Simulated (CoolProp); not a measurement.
Computed with CoolProp (reference Helmholtz-energy equation of state, Smukala 2000).

For ethylene, give the phase and the Z, cp (kJ/(kg K)), cv (kJ/(kg K)), isothermal compressibility (1/MPa) at 423.9 K and 6.91 MPa; 436.9 K and 6.91 MPa.


- 423.9 K and 6.91 MPa: supercritical; Z 0.887, cp 2.29, cv 1.73, isothermal compressibility 0.161
- 436.9 K and 6.91 MPa: supercritical; Z 0.901, cp 2.30, cv 1.77, isothermal compressibility 0.159
